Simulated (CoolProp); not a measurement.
Aqueous propylene glycol as a coolant, 42 % by mass, freezing at -22.5 °C, 1 atm.

Values from CoolProp's Melinder's fits for secondary coolants.

```json
[
 {"T (°C)": "-3.4", "conductivity (W/(m K))": "…", "viscosity (mPa s)": "16.1", "density (kg/m³)": "1046", "cp (kJ/(kg K))": "…"},
 {"T (°C)": "0.1", "conductivity (W/(m K))": "0.380", "viscosity (mPa s)": "13.0", "density (kg/m³)": "1044", "cp (kJ/(kg K))": "3.606"},
 {"T (°C)": "3.5", "conductivity (W/(m K))": "0.382", "viscosity (mPa s)": "10.7", "density (kg/m³)": "1043", "cp (kJ/(kg K))": "3.618"},
 {"T (°C)": "7", "conductivity (W/(m K))": "0.384", "viscosity (mPa s)": "8.85", "density (kg/m³)": "1041", "cp (kJ/(kg K))": "3.629"},
 {"T (°C)": "10.4", "conductivity (W/(m K))": "0.386", "viscosity (mPa s)": "7.42", "density (kg/m³)": "1039", "cp (kJ/(kg K))": "…"},
 {"T (°C)": "13.9", "conductivity (W/(m K))": "0.388", "viscosity (mPa s)": "6.25", "density (kg/m³)": "1037", "cp (kJ/(kg K))": "3.653"},
 {"T (°C)": "17.3", "conductivity (W/(m K))": "…", "viscosity (mPa s)": "5.33", "density (kg/m³)": "1035", "cp (kJ/(kg K))": "3.664"},
 {"T (°C)": "20.8", "conductivity (W/(m K))": "0.392", "viscosity (mPa s)": "…", "density (kg/m³)": "1033", "cp (kJ/(kg K))": "3.676"},
 {"T (°C)": "24.2", "conductivity (W/(m K))": "0.394", "viscosity (mPa s)": "3.97", "density (kg/m³)": "1031", "cp (kJ/(kg K))": "3.687"},
 {"T (°C)": "27.7", "conductivity (W/(m K))": "0.397", "viscosity (mPa s)": "3.47", "density (kg/m³)": "1029", "cp (kJ/(kg K))": "3.699"},
 {"T (°C)": "31.1", "conductivity (W/(m K))": "0.399", "viscosity (mPa s)": "3.06", "density (kg/m³)": "1027", "cp (kJ/(kg K))": "3.710"},
 {"T (°C)": "34.5", "conductivity (W/(m K))": "0.401", "viscosity (mPa s)": "2.72", "density (kg/m³)": "1025", "cp (kJ/(kg K))": "3.721"}
]
```

### Question
Fill in the missing entries.

### Answer

- -3.4, conductivity (W/(m K)): 0.378
- -3.4, cp (kJ/(kg K)): 3.594
- 10.4, cp (kJ/(kg K)): 3.641
- 17.3, conductivity (W/(m K)): 0.390
- 20.8, viscosity (mPa s): 4.58
